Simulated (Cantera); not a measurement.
## Thermodynamics of fluorocarbon and chlorocarbon gases, feed C2F6 + H2

Charge: 1 mol C2F6, 0.16 mol H2, at 823.15 K and 0.000130 bar.

Equilibrium computed with Cantera from the NASA thermochemical tables; the gas is ideal and each condensed phase is pure. Candidate condensed phases: C, C6H6, C7H8, C8H18; 95 gas species. The feed counts by its element totals alone. Condensed phases not in the tables: fluorocarbon polymer. Gases not in the tables: C2F6 and larger saturated fluorocarbons. The numbers say what is thermodynamically allowed, not how fast it happens.

- x(CF4): 0.816
- x(HF): 0.184
- n(C(graphite)): 0.580 mol
- gas amount: 1.740 mol
